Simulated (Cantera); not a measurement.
Charge: 1 mol (CH3)2SiCl2, 0.26 mol CH4, a varied amount of H2, at 1975 °C and 0.100 bar.

Method: chemical equilibrium by Gibbs-energy minimisation in Cantera with the NASA 1993 tables (ideal gas, pure condensed phases). Candidate condensed phases: C, C6H6, C7H8, C8H18, Si, SiC; 109 gas species. The feed counts by its element totals alone. The tables' values for SiCl are old estimates; treat these amounts as uncertain. Gases not in the tables: Si2H6 and higher silanes. Rates play no part.

log p: log10 of the partial pressure in bar; n: condensed amount in mol.

```json
[
 {"n(H2) (mol)": "19", "log p H2": "-1.05", "log p HCl": "-2.10", "log p H": "-2.66", "log p C2H2 (acetylene)": "-3.53", "log p SiCl2": "-3.80", "log p Cl": "-3.85", "n C(graphite)": "1.18", "n SiC(s)": "0.932"},
 {"n(H2) (mol)": "28", "log p H2": "-1.04", "log p HCl": "-2.24", "log p H": "-2.65", "log p C2H2 (acetylene)": "-3.52", "log p SiCl2": "-4.08", "log p Cl": "-3.99", "n C(graphite)": "1.12", "n SiC(s)": "0.934"},
 {"n(H2) (mol)": "41", "log p H2": "-1.03", "log p HCl": "-2.38", "log p H": "-2.65", "log p C2H2 (acetylene)": "-3.51", "log p SiCl2": "-4.37", "log p Cl": "-4.14", "n C(graphite)": "1.04", "n SiC(s)": "0.928"},
 {"n(H2) (mol)": "60", "log p H2": "-1.03", "log p HCl": "-2.53", "log p H": "-2.65", "log p C2H2 (acetylene)": "-3.51", "log p SiCl2": "-4.67", "log p Cl": "-4.29", "n C(graphite)": "…", "n SiC(s)": "0.914"},
 {"n(H2) (mol)": "89", "log p H2": "-1.02", "log p HCl": "-2.69", "log p H": "-2.64", "log p C2H2 (acetylene)": "-3.50", "log p SiCl2": "-5.00", "log p Cl": "-4.45", "n C(graphite)": "…", "n SiC(s)": "0.887"},
 {"n(H2) (mol)": "130", "log p H2": "-1.02", "log p HCl": "-2.84", "log p H": "-2.64", "log p C2H2 (acetylene)": "-3.50", "log p SiCl2": "-5.31", "log p Cl": "-4.61", "n C(graphite)": "…", "n SiC(s)": "0.847"},
 {"n(H2) (mol)": "190", "log p H2": "-1.02", "log p HCl": "-3.00", "log p H": "-2.64", "log p C2H2 (acetylene)": "-3.50", "log p SiCl2": "-5.63", "log p Cl": "-4.77", "n C(graphite)": "…", "n SiC(s)": "0.786"}
]
```

### Question
Fill in the missing entries.

### Answer

- 60, n C(graphite): 0.920
- 89, n C(graphite): 0.749
- 130, n C(graphite): 0.510
- 190, n C(graphite): 0.163
